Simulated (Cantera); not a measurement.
An isothermal, constant-pressure homogeneous reactor starts with 0.901 % C₂H₆, 99.1 % N₂, at 1850 K and 780 Pa.

Cantera simulation using GRI-Mech 3.0 (53 species, 325 reactions); the numbers are that mechanism's predictions, not measurements. GRI-Mech 3.0 stops at C3 and has no aromatics, soot or wall deposition, so with more carbon than oxygen in the feed, carbon stays in small species such as C2H2 where larger ones or solid carbon would form. Radical loss at walls, strong at low pressure, is not modelled.

Question: Predict: x(C₂H) at 200 s; x(CH₃) at 200 s; x(HCN) at 200 s; x(C₂H₄) at 200 s; x(CH₄) at 200 s.

Answer: x(C₂H) at 200 s: 4.39e-6 (gas-phase equilibrium 3.44e-7)
x(CH₃) at 200 s: 9.75e-9 (gas-phase equilibrium 1.75e-8)
x(HCN) at 200 s: 0.000199 (gas-phase equilibrium 0.0163)
x(C₂H₄) at 200 s: 1.96e-8 (gas-phase equilibrium 1.53e-9)
x(CH₄) at 200 s: 1.04e-8 (gas-phase equilibrium 1.87e-8)
